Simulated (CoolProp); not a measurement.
Vapour-liquid equilibrium of R1234ze(E) (1) + n-pentane (2) at 75.95 °C; x and y are mole fractions of (1).

The numbers come from the multi-fluid Helmholtz-energy mixture model, Thol 2016 and Thol 2019; pair parameters Bell 2016 in CoolProp.

| x | bubble pressure, mixture model (kPa) | bubble pressure, Raoult's law (kPa) | y, mixture model | y, Raoult's law |
|---|---|---|---|---|
| 0.05 | 473.7 | 407.2 | 0.303 | 0.226 |
| 0.2 | 833.9 | 633.3 | 0.622 | 0.581 |
| 0.35 | 1101 | 859.4 | 0.733 | 0.749 |
| 0.5 | 1302 | 1085 | 0.794 | 0.847 |
| 0.65 | 1469 | 1312 | 0.844 | 0.911 |
| 0.8 | 1627 | 1538 | 0.897 | 0.957 |
| 0.95 | 1788 | 1764 | 0.969 | 0.991 |

The largest gap from Raoult's law is +31.7 % in bubble pressure, at x = 0.2. No azeotrope shows between x = 0.05 and 0.95.

Pair parameters are fitted to limited data, so mixtures are less certain than the pure fluids.
